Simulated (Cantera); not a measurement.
# Gas-phase reforming

An isothermal, constant-pressure homogeneous reactor starts with CH4 : H2O : H2 = 1 : 1.3 : 0.1 (molar parts), at 1825 K and 750 Torr.

Cantera simulation using GRI-Mech 3.0 (53 species, 325 reactions); the numbers are that mechanism's predictions, not measurements.

```
t (s)       x CH4   x H2O    x H2       x O     x OH
--------  -------  ------  ------  --------  -------
5.00e-6     0.416   0.541  0.0421  2.99e-10  3.95e-6
1.46e-5     0.414   0.541  0.0430   1.78e-9  9.69e-6
4.29e-5     0.405   0.540  0.0483   6.27e-9  1.86e-5
0.000126    0.369   0.530  0.0785   1.13e-8  2.59e-5
0.000368    0.282   0.496   0.170   7.52e-9  2.32e-5
0.00108     0.177   0.447   0.288   4.40e-9  1.98e-5
0.00316    0.0901   0.403   0.387   3.24e-9  1.79e-5
0.00926    0.0420   0.357   0.458   2.92e-9  1.63e-5
0.0271     0.0261   0.293   0.519   2.62e-9  1.31e-5
0.0795     0.0189   0.210   0.587   2.11e-9  8.68e-6
0.233      0.0114   0.134   0.649   1.60e-9  5.20e-6
0.683     0.00531  0.0853   0.689   1.18e-9  3.19e-6
2.00      0.00141  0.0660   0.706  9.75e-10  2.43e-6
```
x: mole fraction; the columns are a selection and need not sum to one.

Equilibrium at this temperature and pressure: CH4 2.20e-7, H2O 0.0631, H2 0.709, O 9.39e-10, OH 2.32e-6 (gas phase only).
